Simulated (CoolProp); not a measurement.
R125 along the isobar 28.7 bar: density (kg/m³) from the reference equation and from simpler models built on Tc = 339.2 K, pc = 36.18 bar, ω = 0.305; each cubic takes its own stable root.

Values from CoolProp's reference Helmholtz-energy equation of state, Lemmon 2005.

```json
[
 {"T (K)": "333.4", "phase": "gas", "reference": "212.9", "ideal gas": "[?]", "van der Waals": "190.7", "Redlich-Kwong": "204.5", "Peng-Robinson": "217.1"},
 {"T (K)": "344.6", "phase": "gas", "reference": "180.1", "ideal gas": "120.2", "van der Waals": "172.2", "Redlich-Kwong": "179.2", "Peng-Robinson": "184.8"},
 {"T (K)": "355.7", "phase": "gas", "reference": "161.5", "ideal gas": "116.5", "van der Waals": "158.9", "Redlich-Kwong": "[?]", "Peng-Robinson": "165.7"},
 {"T (K)": "366.8", "phase": "gas", "reference": "148.4", "ideal gas": "112.9", "van der Waals": "148.4", "Redlich-Kwong": "150.6", "Peng-Robinson": "152.0"},
 {"T (K)": "378", "phase": "gas", "reference": "138.3", "ideal gas": "109.6", "van der Waals": "139.7", "Redlich-Kwong": "140.9", "Peng-Robinson": "141.3"},
 {"T (K)": "389.1", "phase": "gas", "reference": "130.1", "ideal gas": "106.5", "van der Waals": "132.4", "Redlich-Kwong": "132.8", "Peng-Robinson": "132.7"},
 {"T (K)": "400.2", "phase": "gas", "reference": "123.3", "ideal gas": "103.5", "van der Waals": "126.0", "Redlich-Kwong": "126.0", "Peng-Robinson": "125.5"},
 {"T (K)": "411.4", "phase": "gas", "reference": "117.4", "ideal gas": "100.7", "van der Waals": "120.4", "Redlich-Kwong": "120.1", "Peng-Robinson": "119.3"},
 {"T (K)": "422.5", "phase": "gas", "reference": "112.3", "ideal gas": "98.06", "van der Waals": "115.4", "Redlich-Kwong": "114.9", "Peng-Robinson": "113.9"},
 {"T (K)": "433.6", "phase": "gas", "reference": "[?]", "ideal gas": "95.55", "van der Waals": "110.9", "Redlich-Kwong": "110.2", "Peng-Robinson": "109.1"},
 {"T (K)": "444.7", "phase": "gas", "reference": "103.7", "ideal gas": "93.16", "van der Waals": "106.9", "Redlich-Kwong": "[?]", "Peng-Robinson": "104.8"},
 {"T (K)": "455.9", "phase": "gas", "reference": "99.96", "ideal gas": "90.87", "van der Waals": "103.1", "Redlich-Kwong": "102.2", "Peng-Robinson": "100.9"},
 {"T (K)": "467", "phase": "gas", "reference": "96.61", "ideal gas": "88.71", "van der Waals": "99.72", "Redlich-Kwong": "98.78", "Peng-Robinson": "97.41"},
 {"T (K)": "478.1", "phase": "gas", "reference": "93.54", "ideal gas": "[?]", "van der Waals": "96.56", "Redlich-Kwong": "95.61", "Peng-Robinson": "94.20"},
 {"T (K)": "489.3", "phase": "gas", "reference": "90.68", "ideal gas": "84.67", "van der Waals": "93.61", "Redlich-Kwong": "92.65", "Peng-Robinson": "91.22"}
]
```

**Question.** Some entries are withheld; supply them.

**Answer.** 
- 333.4, ideal gas: 124.3
- 355.7, Redlich-Kwong: 162.8
- 433.6, reference: 107.7
- 444.7, Redlich-Kwong: 106.1
- 478.1, ideal gas: 86.65
